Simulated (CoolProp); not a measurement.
Isobutane at 362.22 K and 0.79 MPa is throttled through a valve to 0.242 MPa with no heat exchange. Each further row changes one setting.

Computed with CoolProp (reference Helmholtz-energy equation of state, Bücker 2006).

```tsv
case	temperature change (K)	final density (kg/m³)
as stated	(withheld)	4.95
outlet pressure 0.0726 MPa	(withheld)	(withheld)
outlet pressure 0.315 MPa	(withheld)	(withheld)
```

Complete the blanks.


- as stated, temperature change (K): -7.3
- outlet pressure 0.0726 MPa, temperature change (K): -9.5
- outlet pressure 0.0726 MPa, final density (kg/m³): 1.45
- outlet pressure 0.315 MPa, temperature change (K): -6.4
- outlet pressure 0.315 MPa, final density (kg/m³): 6.50
